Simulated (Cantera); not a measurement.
A closed system holds: 1 mol C3H6, 1.3 mol CO2, held at 1375 K and 5.60 bar.

Equilibrium computed with Cantera from the NASA thermochemical tables; the gas is ideal and each condensed phase is pure. Candidate condensed phases: C, C6H6, C7H8, C8H18, H2O; 110 gas species. Equilibrium is a limit: real reactors are often held back by kinetics, nucleation or transport.

Base state: H2 0.523, CO 0.460, CH4 0.00763, H2O 0.00621, CO2 0.00264 (mole fractions); condensed: C(graphite).

Question: What changes in the equilibrium state with this change: pressure from 5.60 bar to 3.20 bar?

Answer: 
```csv
species,before,after
H2,0.523,0.528
CO,0.460,0.462
CH4,0.00763,0.00445
H2O,0.00621,0.00359
CO2,0.00264,0.00152
"C(graphite), mol",1.71,1.70
```
